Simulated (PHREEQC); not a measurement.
A solution holds 0.24 mol/kgw HCl, 0.00058 mol/kgw Li2SO4 and 0.013 mol/kgw Fe2(SO4)3, at 20 °C. Closed to the air; pH follows from the charge balance.

Equilibrium calculation in PHREEQC: ion-association model, phreeqc.dat.

```
quantity                   before    after
------------------------  -------  -------
pH                           0.78     0.80
ionic strength (mol/kgw)    0.289    0.285
Cl- (mol/kgw)               0.229    0.225
HSO4- (mol/kgw)            0.0216   0.0283
FeHSO4+2 (mol/kgw)        0.00699  0.00528
FeCl+2 (mol/kgw)          0.00659   0.0132
SI of Goethite (FeOOH)      -0.22    +1.00
SI of Hematite (Fe2O3)      +1.55    +4.17
```

Problem. Which change was made?
(A) temperature from 20 to 25 °C
(B) temperature from 20 to 65 °C
(C) 0.0026 mol/kgw NaNO3 added
(D) Li2SO4 from 0.00058 to 0.00029 mol/kgw
(E) HCl replaced by CuCl2 at the same molality

Solution. B, temperature from 20 to 65 °C

This is a speciation only: nothing precipitates in the calculation. Some of these states are supersaturated (in Hematite (slow to form), Goethite (slow to form), for instance). At this temperature some constants are extrapolated from 25 °C, and those without enthalpy data are left unchanged.
